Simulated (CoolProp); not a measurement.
A Linde-Hampson liquefier for dry air: isothermal reversible compression at 280 K from 1 atm to 30 MPa, throttling to 1 atm, return gas leaving the recuperator 10 K below the feed. Each further row changes one setting.

Computed with CoolProp (reference Helmholtz-energy equation of state, Lemmon 2000). It is a pseudo-pure fit of the blend.

| case | liquid yield per pass | compression work (kJ/kg of gas) |
|---|---|---|
| as stated | (withheld) | 455 |
| high pressure 60 MPa | (withheld) | (withheld) |
| warm-end temperature 310 K | (withheld) | 509 |
| warm-end gap 15 K | (withheld) | 455 |

Task: Fill in the missing entries.

Result: 
- as stated, liquid yield per pass: 0.099
- high pressure 60 MPa, liquid yield per pass: 0.098
- high pressure 60 MPa, compression work (kJ/kg of gas): 525
- warm-end temperature 310 K, liquid yield per pass: 0.068
- warm-end gap 15 K, liquid yield per pass: 0.087
